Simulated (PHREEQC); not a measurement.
A solution holds 0.22 mol/kgw HF, 0.018 mol/kgw NaF and 0.027 mol/kgw HCl, at 33 °C. Closed to the air; pH follows from the charge balance.

Model: ion-association model, phreeqc.dat, run in PHREEQC.

```
quantity         before   after
--------------  -------  ------
pH                 1.70    2.76
F- (mol/kgw)    0.00763  0.0871
HF2- (mol/kgw)  0.00671  0.0635
```

Task: Which change was made?
A. NaF from 0.018 to 0.18 mol/kgw
B. HCl from 0.027 to 0.0297 mol/kgw
C. NaF from 0.018 to 0.0162 mol/kgw
D. NaF left out
E. NaF from 0.018 to 0.036 mol/kgw

Result: A, NaF from 0.018 to 0.18 mol/kgw

No solid was allowed to form.
